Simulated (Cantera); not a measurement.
Charge: 1 mol SiO2, 13 mol H2, 3 mol H2O, held at 1225 K and 10.0 Torr.

Equilibrium computed with Cantera from the NASA thermochemical tables; the gas is ideal and each condensed phase is pure. Candidate condensed phases: H2O, Si, SiO2; 18 gas species. The tables hold silica as quartz up to 1696 K and as liquid above; real silica turns to tridymite and cristobalite and melts near 1996 K. Rates play no part.

Base state: H2 0.812, H2O 0.188 (mole fractions); condensed: SiO2(β-quartz).

Task: What changes in the equilibrium state with this change: SiO2 replaced by Cu2O?

Result: 
| species | before | after |
|---|---|---|
| H2 | 0.812 | 0.750 |
| H2O | 0.188 | 0.250 |
| SiO2(β-quartz), mol | 1.00 | 0 |
| Cu(s), mol | 0 | 2.00 |
Further candidate phases: Cu, CuO, Cu(OH)2, Cu2O.

Task: What changes in the equilibrium state with this change: SiO2 replaced by FeS2?

Result: 
| species | before | after |
|---|---|---|
| H2 | 0.812 | 0.752 |
| H2O | 0.188 | 0.187 |
| H2S | 0 | 0.0595 |
| S2 | 0 | 0.00137 |
| SH | 0 | 0.000136 |
| SiO2(β-quartz), mol | 1.00 | 0 |
| FeS(s), mol | 0 | 1.00 |
FeS: taken at fixed stoichiometry. Gases not in the tables: S3 to S7. Further candidate phases: Fe, FeO, Fe(OH)2, Fe(OH)3, FeS, FeSO4, FeS2, Fe2O3, Fe2(SO4)3, Fe3O4, H2SO4, S.

Task: What changes in the equilibrium state with this change: 0.11 mol CO2 added?

Result: 
```
species              before     after
-------------------  ------  --------
H2                    0.812     0.801
H2O                   0.188     0.192
CO                        0   0.00587
CO2                       0  0.000959
SiO2(β-quartz), mol    1.00      1.00
```
Further candidate phases: C, C6H6, C7H8, C8H18, SiC.
